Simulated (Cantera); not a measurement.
What does this Cantera script print?

```python
import numpy as np
import cantera as ct

gas = ct.Solution("h2o2.yaml")
gas.TPX = 900, 900, {'H2': 0.17, 'O2': 1}
reactor = ct.IdealGasConstPressureReactor(gas, energy="off", clone=False)
net = ct.ReactorNet([reactor])
net.rtol, net.atol = 1e-08, 1e-18
show = ['H2', 'O2', 'H2O2', 'HO2', 'OH', 'H', 'O']
times = np.geomspace(0.0005, 200, 14)

steps = ct.SolutionArray(gas, extra=["t"])
rows = []
print(f"{'t/s':>10s}{'T/K':>9s}{'P/Pa':>11s}" + "".join(f"{s:>11s}" for s in show))
for t in times:
    while net.time < t:
        t_next = net.step()
        steps.append(gas.state, t=t_next)
    rows.append([np.interp(t, steps.t, y) for y in (steps.T, steps.P, *steps(*show).X.T)])
    print(f"{t:10.3e}{rows[-1][0]:9.1f}{rows[-1][1]:11.4g}" + "".join(f"{x:11.3e}" for x in rows[-1][2:]))
rate = np.gradient(steps.T, steps.t)
print("integrator steps:", len(steps.t))
if steps.T.max() > steps.T[0] + 200:
    print(f"time of steepest temperature rise: {steps.t[rate.argmax()]:.4e} s")
gas.TPX = 900, 900, {'H2': 0.17, 'O2': 1}
gas.equilibrate("TP")
print(f"equilibrium (TP): T = {gas.T:.1f} K  " + "  ".join(f"{s} {gas[s].X[0]:.3e}" for s in show))
```

Output:

```
       t/s      T/K       P/Pa         H2         O2       H2O2        HO2         OH          H          O
 5.000e-04    900.0        900  1.453e-01  8.547e-01  1.273e-15  1.969e-11  3.022e-12  2.110e-11  7.527e-12
 1.349e-03    900.0        900  1.453e-01  8.547e-01  9.512e-15  5.592e-11  2.236e-11  1.309e-10  6.809e-11
 3.638e-03    900.0        900  1.453e-01  8.547e-01  1.073e-13  4.266e-10  1.454e-09  8.233e-09  4.583e-09
 9.812e-03    900.0        900  1.442e-01  8.542e-01  3.214e-09  4.972e-06  8.463e-05  4.788e-04  2.622e-04
 2.647e-02    900.0        900  4.413e-03  8.302e-01  2.539e-07  1.262e-05  1.887e-03  1.201e-02  8.646e-03
 7.139e-02    900.0        900  4.475e-04  8.425e-01  1.938e-07  6.595e-06  3.098e-04  1.616e-04  7.212e-04
 1.925e-01    900.0        900  6.978e-05  8.432e-01  1.126e-07  2.011e-06  9.111e-05  5.479e-06  8.198e-05
 5.194e-01    900.0        900  1.142e-05  8.433e-01  5.493e-08  5.004e-07  3.664e-05  3.459e-07  1.285e-05
 1.401e+00    900.0        900  1.550e-06  8.433e-01  2.460e-08  1.124e-07  1.626e-05  2.821e-08  2.404e-06
 3.778e+00    900.0        900  1.744e-07  8.433e-01  1.088e-08  2.684e-08  7.747e-06  2.936e-09  5.373e-07
 1.019e+01    900.0        900  2.383e-08  8.433e-01  4.968e-09  7.512e-09  4.010e-06  4.041e-10  1.445e-07
 2.749e+01    900.0        900  5.615e-09  8.433e-01  2.338e-09  2.407e-09  2.218e-06  6.862e-11  4.450e-08
 7.415e+01    900.0        900  1.690e-09  8.433e-01  1.091e-09  8.355e-10  1.273e-06  1.301e-11  1.472e-08
 2.000e+02    900.0        900  5.513e-10  8.433e-01  4.895e-10  3.108e-10  7.437e-07  2.604e-12  5.041e-09
integrator steps: 1923
equilibrium (TP): T = 900.0 K  H2 5.790e-12  O2 8.433e-01  H2O2 9.291e-12  HO2 1.723e-10  OH 7.571e-08  H 2.985e-15  O 5.246e-11
```

Model: the H2/O2 subset of GRI-Mech 3.0, which has no nitrogen chemistry, integrated in Cantera. Radical loss at walls, strong at low pressure, is not modelled. Below about 950 K walls govern HO2 and H2O2 in real vessels. The temperature is held fixed by assumption; the heat of reaction is taken as removed at once.
